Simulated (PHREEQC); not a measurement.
A solution holds 0.21 mol/kgw NaH2PO4 and 0.058 mol/kgw NaOH, at 20 °C. Closed to the air; pH follows from the charge balance.

Model: ion-association model, wateq4f.dat, run in PHREEQC.

```json
[
 {"quantity": "pH", "before": "6.30", "after": "5.74"},
 {"quantity": "ionic strength (mol/kgw)", "before": "0.312", "after": "0.285"}
]
```

Question: What was changed between the two runs?
A. NaOH replaced by Na2SO4 at the same molality
B. NaH2PO4 replaced by (NH4)2HPO4 at the same molality
C. NaH2PO4 replaced by NaBr at the same molality
D. 0.035 mol/kgw H3PO4 added

Answer: D, 0.035 mol/kgw H3PO4 added

This is a speciation only: nothing precipitates in the calculation. H3PO4, which wateq4f.dat lacks, is added to it with the constant of phreeqc.dat.
